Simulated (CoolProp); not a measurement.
Saturation properties of tetrahydrofuran.

Model: reference Helmholtz-energy equation of state, Fiedler 2023, in CoolProp.

| T (K) | p (bar) | enthalpy of vaporisation (kJ/kg) | vapour Z |
|---|---|---|---|
| 321.3 | 0.5485 | 429.3 | 0.9823 |
| 336 | 0.9161 | 418.6 | 0.9739 |
| 350.7 | 1.456 | 407.5 | 0.9631 |
| 365.4 | 2.216 | 396.0 | 0.9497 |
| 380.1 | 3.251 | 383.8 | 0.9334 |
| 394.9 | 4.630 | 370.7 | 0.9140 |
| 409.6 | 6.396 | 356.8 | 0.8913 |
| 424.3 | 8.624 | 341.7 | 0.8650 |
| 439 | 11.39 | 325.3 | 0.8346 |
| 453.7 | 14.76 | 307.1 | 0.7997 |
| 468.4 | 18.82 | 286.7 | 0.7592 |
| 483.1 | 23.67 | 263.1 | 0.7118 |
| 497.9 | 29.47 | 234.8 | 0.6545 |
| 512.6 | 36.29 | 199.1 | 0.5831 |

It boils at 339.1 K under 1 atm.
